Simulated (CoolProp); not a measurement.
Sulfur hexafluoride at 578.8 K and 0.511 MPa is throttled through a valve to 0.171 MPa with no heat exchange. Each further row changes one setting.

Values from CoolProp's reference Helmholtz-energy equation of state, Guder 2009.

```json
[
 {"case": "as stated", "temperature change (K)": "-0.6", "final density (kg/m³)": "5.20"},
 {"case": "outlet pressure 0.0513 MPa", "temperature change (K)": "-0.8", "final density (kg/m³)": "1.56"},
 {"case": "outlet pressure 0.222 MPa", "temperature change (K)": "-0.5", "final density (kg/m³)": "6.75"}
]
```
